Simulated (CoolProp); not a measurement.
Vapour-liquid equilibrium of benzene (1) + dimethyl carbonate (2) at 405.6 K; x and y are mole fractions of (1).

Model: multi-fluid Helmholtz-energy mixture model, Thol 2012 and Zhou 2011; pair parameters Bell 2016, in CoolProp.

| x | bubble pressure, mixture model (MPa) | bubble pressure, Raoult's law (MPa) | y, mixture model | y, Raoult's law |
|---|---|---|---|---|
| 0.05 | … | 0.3349 | 0.072 | 0.060 |
| 0.2 | … | 0.3453 | 0.257 | 0.232 |
| 0.35 | 0.3795 | 0.3556 | 0.409 | 0.394 |
| 0.5 | … | 0.3659 | … | 0.547 |
| 0.65 | 0.3994 | 0.3763 | 0.672 | 0.692 |
| 0.8 | 0.4031 | 0.3866 | 0.804 | 0.829 |
| 0.95 | 0.4020 | 0.3970 | 0.947 | 0.958 |

Fill in the missing entries.


- 0.05, bubble pressure, mixture model (MPa): 0.3403
- 0.2, bubble pressure, mixture model (MPa): 0.3627
- 0.5, bubble pressure, mixture model (MPa): 0.3916
- 0.5, y, mixture model: 0.544

The largest gap from Raoult's law is +7.0 % in bubble pressure, at x = 0.5. y crosses x between x = 0.8 and 0.95: the model has an azeotrope there.

The pair parameters rest on a limited set of measurements; away from them the model extrapolates.
